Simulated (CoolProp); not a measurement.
Vapour-liquid equilibrium of trans-2-butene (1) + acetone (2) at 0.155 MPa; x and y are mole fractions of (1).

Computed with CoolProp (multi-fluid Helmholtz-energy mixture model, Lemmon 2005 and Lemmon 2006; pair parameters Bell 2016).

Question: Give the bubble temperature and the first vapour's composition at x = 0.35, 0.425, 0.725. Is there an azeotrope?

Answer: x = 0.35: 22.6 °C, y = 0.859; x = 0.425: 20.4 °C, y = 0.878; x = 0.725: 16.1 °C, y = 0.920. No azeotrope shows between x = 0.05 and 0.95.

Pair parameters are fitted to limited data, so mixtures are less certain than the pure fluids. With so large a gap from Raoult's law the liquid may split in two, which this calculation doesn't test in full.
